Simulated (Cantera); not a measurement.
**Pyrogenic steam for wet oxidation**

An isothermal, constant-pressure homogeneous reactor starts with 25.0 % H2, 19.2 % O2, 55.8 % N2, at 1050 K and 0.130 bar.

Computed with Cantera and the H2/O2 subset of GRI-Mech 3.0, which has no nitrogen chemistry. The temperature is held fixed by assumption; the heat of reaction is taken as removed at once.

```tsv
t (s)	x H2	x O2	x H	x OH	x O
0.000200	0.250	0.192	1.25e-7	7.59e-9	1.93e-8
0.000511	0.249	0.192	0.000767	5.00e-5	0.000118
0.00130	0.0124	0.0830	0.0145	0.00229	0.00342
0.00333	0.00143	0.0774	0.000228	0.000425	0.000241
0.00850	0.000248	0.0770	1.08e-5	0.000135	3.01e-5
0.0217	4.10e-5	0.0769	7.93e-7	5.87e-5	5.00e-6
0.0554	5.56e-6	0.0769	6.18e-8	2.76e-5	9.81e-7
0.141	7.37e-7	0.0769	6.19e-9	1.39e-5	2.42e-7
0.361	1.44e-7	0.0769	9.30e-10	7.67e-6	7.31e-8
0.922	4.25e-8	0.0769	1.82e-10	4.49e-6	2.52e-8
2.35	1.47e-8	0.0769	4.04e-11	2.72e-6	9.27e-9
6.01	5.48e-9	0.0769	9.65e-12	1.68e-6	3.55e-9
15.3	2.27e-9	0.0769	2.60e-12	1.07e-6	1.44e-9
39.2	1.25e-9	0.0769	1.01e-12	7.45e-7	6.99e-10
100	1.05e-9	0.0769	<1e-12	6.46e-7	5.26e-10
```
x: mole fraction; the columns are a selection and need not sum to one.

Equilibrium at this temperature and pressure: H2 1.04e-9, O2 0.0769, H <1e-12, OH 6.41e-7, O 5.18e-10 (gas phase only).
